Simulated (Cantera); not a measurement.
**Low-pressure radical oxidation in H2/O2**

An isothermal, constant-pressure homogeneous reactor starts with 31.5 % H2, 68.5 % O2, equivalence ratio 0.23, at 975 K and 0.0133 bar.

Cantera simulation using the H2/O2 subset of GRI-Mech 3.0, which has no nitrogen chemistry; the numbers are that mechanism's predictions, not measurements. Radical loss at walls, strong at low pressure, is not modelled. The temperature is held fixed by assumption; the heat of reaction is taken as removed at once.

| t (s) | x H2 | x O2 | x H2O2 | x OH | x HO2 | x H2O | x H |
|---|---|---|---|---|---|---|---|
| 0.000300 | 0.315 | 0.685 | <1e-12 | 5.25e-11 | 3.17e-10 | 3.51e-10 | 5.16e-10 |
| 0.000693 | 0.315 | 0.685 | <1e-12 | 5.01e-10 | 7.97e-10 | 5.39e-9 | 4.62e-9 |
| 0.00160 | 0.315 | 0.685 | 7.34e-12 | 5.40e-8 | 1.09e-8 | 6.54e-7 | 4.93e-7 |
| 0.00370 | 0.281 | 0.670 | 8.25e-8 | 0.00176 | 7.38e-6 | 0.0241 | 0.0181 |
| 0.00854 | 0.0132 | 0.602 | 6.48e-7 | 0.00461 | 2.20e-5 | 0.318 | 0.0432 |
| 0.0197 | 0.00182 | 0.624 | 8.85e-7 | 0.00122 | 1.80e-5 | 0.370 | 0.00125 |
| 0.0456 | 0.000252 | 0.626 | 5.94e-7 | 0.000348 | 6.88e-6 | 0.373 | 3.89e-5 |
| 0.105 | 4.20e-5 | 0.626 | 3.06e-7 | 0.000143 | 1.89e-6 | 0.374 | 2.67e-6 |
| 0.243 | 7.27e-6 | 0.626 | 1.45e-7 | 6.83e-5 | 4.91e-7 | 0.374 | 2.73e-7 |
| 0.562 | 1.36e-6 | 0.626 | 6.83e-8 | 3.57e-5 | 1.41e-7 | 0.374 | 3.77e-8 |
| 1.30 | 3.22e-7 | 0.626 | 3.27e-8 | 2.02e-5 | 4.65e-8 | 0.374 | 6.69e-9 |
| 3.00 | 9.82e-8 | 0.626 | 1.59e-8 | 1.20e-5 | 1.72e-8 | 0.374 | 1.42e-9 |
x: mole fraction; the columns are a selection and need not sum to one.

Equilibrium at this temperature and pressure: H2 1.68e-10, O2 0.626, H2O2 6.93e-11, OH 5.23e-7, HO2 9.21e-10, H2O 0.374, H <1e-12 (gas phase only).
